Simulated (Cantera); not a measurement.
Charge: 1 mol SiHCl3, 5.2 mol H2, held at 210 Pa.

Method: chemical equilibrium by Gibbs-energy minimisation in Cantera with the NASA 1993 tables (ideal gas, pure condensed phases). Candidate condensed phases: Si; 19 gas species. The tables' values for SiCl3, SiCl are old estimates; treat these amounts as uncertain. Equilibrium is a limit: real reactors are often held back by kinetics, nucleation or transport. All values below are at 1448 K.

Base state: H2 0.710, HCl 0.166, SiCl2 0.119, SiCl3 0.00378, SiCl4 0.000442, H 0.000170, SiHCl3 0.000162, Cl 3.22e-5 (mole fractions); condensed: Si(s).

Problem. What changes in the equilibrium state with this change: pressure from 210 Pa to 1000 Pa?

Solution. 
```tsv
species	before	after
H2	0.710	0.715
HCl	0.166	0.162
SiCl2	0.119	0.113
SiH2Cl2	9.18e-6	4.16e-5
SiHCl3	0.000162	0.000711
SiCl4	0.000442	0.00188
Si(s), mol	0.113	0.122
```
The tables' values for SiCl3 are old estimates; treat these amounts as uncertain.

Problem. What changes in the equilibrium state with this change: H2 from 5.2 to 32 mol?

Solution. 
```tsv
species	before	after
H2	0.710	0.925
HCl	0.166	0.0621
SiCl2	0.119	0.0128
SiCl4	0.000442	5.13e-6
SiCl3	0.00378	0.000134
Si(s), mol	0.113	0.558
```
The tables' values for SiCl3 are old estimates; treat these amounts as uncertain.
